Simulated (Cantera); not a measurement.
# Reactions in the system C-Cl-Ti

Standard-state values (1 bar) from the NASA 1993 polynomials, evaluated with Cantera. Values are per mole of reaction as written; species without (g) are pure solids or liquids, kept so even where they would boil at 1 bar. TiC: taken at fixed stoichiometry.

TiC + 3 TiCl₄ = 4 TiCl₃ + C

| T (K) | ΔH° (kJ) | ΔS° (J/K) | ΔG° (kJ) | log10 K |
|---|---|---|---|---|
| 448 | -301.1 | -245.9 | -190.9 | 22.26 |
| 458 | -301.8 | -247.5 | -188.5 | 21.49 |
| 468 | -302.5 | -249.0 | -186.0 | 20.76 |
| 478 | -303.2 | -250.5 | -183.5 | 20.05 |
| 488 | -303.9 | -251.9 | -181.0 | 19.37 |
| 498 | -304.6 | -253.4 | -178.5 | 18.72 |
| 508 | -305.3 | -254.7 | -175.9 | 18.09 |
| 518 | -306.0 | -256.1 | -173.4 | 17.48 |
| 528 | -306.7 | -257.4 | -170.8 | 16.90 |
| 538 | -307.4 | -258.7 | -168.2 | 16.33 |
| 548 | -308.1 | -259.9 | -165.6 | 15.79 |
